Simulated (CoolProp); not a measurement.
A single-stage vapour-compression cycle with the fluid: evaporating at 212.15 K (dew point), condensing at 232.15 K (bubble point), superheat 2 K, subcooling 0 K, compressor efficiency 0.7, no pressure losses. The same conditions are run with several fluids, on thermodynamics alone (safety and materials aside).

Values from CoolProp's reference Helmholtz-energy equation of state of each fluid (R143a: Lemmon and Jacobsen 2000; R115: Lemmon 2016; R125: Lemmon 2005; ammonia: Gao 2020; hydrogen sulfide: Lemmon 2006; CH2F2 (R32): Tillner-Roth 1997).

| fluid | cooling COP | pressure ratio | discharge temperature (K) | refrigerating effect (kJ/kg) | volumetric capacity (kJ/m³) |
|---|---|---|---|---|---|
| R143a | ___ | 2.69 | 254.5 | 211 | 516 |
| R115 | 6.84 | ___ | 243.0 | 116 | 349 |
| R125 | 6.84 | 2.76 | 248.4 | 150 | 533 |
| ammonia | 6.61 | 3.32 | ___ | ___ | 269 |
| hydrogen sulfide | 6.73 | 2.52 | 291.4 | 509 | 974 |
| CH2F2 (R32) | 6.73 | 2.76 | 284.5 | 362 | 668 |

**Question.** What belongs in the gaps?

**Answer.** 
- R143a, cooling COP: 6.87
- R115, pressure ratio: 2.75
- ammonia, discharge temperature (K): 314.4
- ammonia, refrigerating effect (kJ/kg): 1360
